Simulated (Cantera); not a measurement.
Charge: 1 mol Ti, 1.8 mol H2, equilibrated at 40.0 mbar.

Equilibrium computed with Cantera from the NASA thermochemical tables; the gas is ideal and each condensed phase is pure. Candidate condensed phases: Ti; 3 gas species. The numbers say what is thermodynamically allowed, not how fast it happens.

Task: Which condensed phases are stable at each of these points (T (°C)): 775, 875, 975, 1075, 1175, 1275, 1375, 1475, 1575, 1675?

Result: 
```
T (°C)  condensed phases  Ti condensed (%)
------  ----------------  ----------------
775                Ti(α)             100.0
875                Ti(α)             100.0
975                Ti(β)             100.0
1075               Ti(β)             100.0
1175               Ti(β)             100.0
1275               Ti(β)             100.0
1375               Ti(β)             100.0
1475               Ti(β)             100.0
1575               Ti(β)             100.0
1675               Ti(l)             100.0
```

From 775 °C to 875 °C the condensed part is Ti(α). From 975 °C to 1575 °C the condensed part is Ti(β). At 1675 °C the condensed part is Ti(l).
